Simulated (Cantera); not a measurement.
Mixture: CH3OH : O2 : N2 = 1 : 3.75 : 15.8 (molar parts), equivalence ratio 0.40, at 10.0 bar, adiabatic and at constant volume. Ignition delay is the time to a rise of 400 K.

Computed with Cantera and GRI-Mech 3.0 (53 species, 325 reactions). GRI-Mech 3.0 was tuned for natural gas; its chemistry of methanol as a main component is partial and can be far from experiment.

Task: Predict: delay at 1125 K; delay at 1225 K; delay at 1325 K; delay at 1425 K; apparent activation energy between 1375 and 1475 K.

Result: 
```
Quantity                                                Result
--------------------------------------------------  ----------
delay at 1125 K                                        7.13 ms
delay at 1225 K                                        1.22 ms
delay at 1325 K                                       0.282 ms
delay at 1425 K                                        84.9 µs
apparent activation energy between 1375 and 1475 K  180 kJ/mol
```
